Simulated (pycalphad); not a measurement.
All values are pycalphad results on the COST 507 light-alloy database (1999) (1 atm), not direct measurements. These are 1990s assessments: newer ones move some temperatures and phases. Amounts are mole fractions of atoms.

Give the equilibrium state of Sn-8.16Si (at.%) at 1400 K.

LIQUID, fraction 0.993, with 7.5 Si at.%; DIAMOND_A4, fraction 0.007, with >99.99 Si at.%.

Give the equilibrium state of Sn-8.16Si (at.%) at 500 K.

BCT_A5, fraction 0.918, with no Si at.%; DIAMOND_A4, fraction 0.082, with >99.99 Si at.%.

DIAMOND_A4 is diamond (Si); BCT_A5 is bct (Sn). An entry "none" or "no" means that the model of the phase leaves that element out.
